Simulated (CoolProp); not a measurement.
Vapour-liquid equilibrium of ethanol (1) + o-xylene (2) at 1.68 bar; x and y are mole fractions of (1).

Computed with CoolProp (multi-fluid Helmholtz-energy mixture model, Schroeder 2014 and Zhou 2012; pair parameters Bell 2016).

```csv
x,bubble temperature (K),y at the bubble point,dew temperature at overall composition x (K),liquid density (mol/L)
0.05,406.0,0.565,435.5,7.518
0.2,379.5,0.822,428.4,___
0.35,373.6,___,420.3,9.175
0.5,371.3,0.881,___,10.13
0.65,369.7,0.898,398.8,11.33
0.8,367.8,0.926,382.5,12.87
0.95,365.7,___,___,14.88
```

Task: Some entries are withheld; supply them.

Result: 
- 0.2, liquid density (mol/L): 8.368
- 0.35, y at the bubble point: 0.864
- 0.5, dew temperature at overall composition x (K): 410.8
- 0.95, y at the bubble point: 0.976
- 0.95, dew temperature at overall composition x (K): 366.6

No azeotrope shows between x = 0.05 and 0.95.

The pair parameters rest on a limited set of measurements; away from them the model extrapolates. With so large a gap from Raoult's law the liquid may split in two, which this calculation doesn't test in full.
